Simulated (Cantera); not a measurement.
An isothermal, constant-pressure homogeneous reactor starts with CH4 : N2 = 1 : 3.2 (molar parts), at 1900 K and 1.48 atm.

Cantera simulation using GRI-Mech 3.0 (53 species, 325 reactions); the numbers are that mechanism's predictions, not measurements. GRI-Mech 3.0 stops at C3 and has no aromatics, soot or wall deposition, so with more carbon than oxygen in the feed, carbon stays in small species such as C2H2 where larger ones or solid carbon would form.

Predict: x(CH4) at 6.00 s; x(C2H) at 6.00 s; x(C2H2) at 6.00 s; x(HCN) at 6.00 s; x(H2) at 6.00 s; x(C2H6) at 6.00 s; x(CH3) at 6.00 s.

x(CH4) at 6.00 s: 0.00201 (gas-phase equilibrium 0.00138)
x(C2H) at 6.00 s: 1.51e-6 (gas-phase equilibrium 7.00e-7)
x(C2H2) at 6.00 s: 0.0947 (gas-phase equilibrium 0.0440)
x(HCN) at 6.00 s: 0.000246 (gas-phase equilibrium 0.103)
x(H2) at 6.00 s: 0.285 (gas-phase equilibrium 0.286)
x(C2H6) at 6.00 s: 1.65e-7 (gas-phase equilibrium 7.72e-8)
x(CH3) at 6.00 s: 4.90e-5 (gas-phase equilibrium 3.35e-5)
